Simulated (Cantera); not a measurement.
Cantera run, input and output.

```python
import numpy as np
import cantera as ct

gas = ct.Solution("h2o2.yaml")
gas.TPX = 673, 97000, {'H2': 1, 'O2': 1.11, 'N2': 4.18}
inlet = ct.Reservoir(gas, clone=True)
gas.equilibrate("HP")  # start burning
reactor = ct.IdealGasConstPressureReactor(gas, energy="on", clone=False)
exhaust = ct.Reservoir(gas, clone=True)
tau = [0.026, 0.014, 0.0078, 0.0043, 0.0024, 0.0013, 0.00071, 0.00039, 0.00021, 0.00012, 6.4e-05, 3.5e-05, 1.9e-05][0]
for a, b in ((inlet, reactor), (reactor, exhaust)):
    ct.MassFlowController(a, b, mdot=lambda t: reactor.mass / tau)
net = ct.ReactorNet([reactor])
show = ['H2', 'O2', 'OH', 'H2O2', 'O']

rows = []
print(f"{'tau/s':>10s}{'T/K':>9s}" + "".join(f"{s:>11s}" for s in show))
for tau in [0.026, 0.014, 0.0078, 0.0043, 0.0024, 0.0013, 0.00071, 0.00039, 0.00021, 0.00012, 6.4e-05, 3.5e-05, 1.9e-05]:
    net.initial_time = 0.0
    net.advance(30 * tau)
    before = gas.X
    net.advance(40 * tau)
    drift = np.max(np.abs(gas.X - before) / (gas.X + 1e-9))
    rows.append([gas.T, *gas[show].X, drift])
    print(f"{tau:10.3e}{gas.T:9.1f}" + "".join(f"{x:11.3e}" for x in gas[show].X))
```

Result:

```
     tau/s      T/K         H2         O2         OH       H2O2          O
 2.600e-02   1841.0  3.952e-04  1.045e-01  2.699e-03  1.571e-07  4.577e-04
 1.400e-02   1835.2  5.907e-04  1.044e-01  3.268e-03  1.994e-07  6.846e-04
 7.800e-03   1827.6  8.635e-04  1.041e-01  3.904e-03  2.508e-07  1.002e-03
 4.300e-03   1816.8  1.266e-03  1.039e-01  4.647e-03  3.175e-07  1.471e-03
 2.400e-03   1802.2  1.829e-03  1.036e-01  5.454e-03  4.014e-07  2.122e-03
 1.300e-03   1780.8  2.661e-03  1.033e-01  6.346e-03  5.184e-07  3.071e-03
 7.100e-04   1751.6  3.796e-03  1.031e-01  7.198e-03  6.793e-07  4.325e-03
 3.900e-04   1712.5  5.308e-03  1.030e-01  7.906e-03  9.148e-07  5.891e-03
 2.100e-04   1659.4  7.394e-03  1.032e-01  8.357e-03  1.302e-06  7.766e-03
 1.200e-04   1598.9  9.948e-03  1.039e-01  8.408e-03  1.881e-06  9.478e-03
 6.400e-05   1515.7  1.429e-02  1.059e-01  7.984e-03  3.007e-06  1.093e-02
 3.500e-05   1416.6  2.224e-02  1.105e-01  7.034e-03  4.928e-06  1.096e-02
 1.900e-05   1257.7  4.790e-02  1.248e-01  4.705e-03  8.141e-06  7.316e-03
```

Computed with Cantera and the H2/O2 subset of GRI-Mech 3.0, which has no nitrogen chemistry.
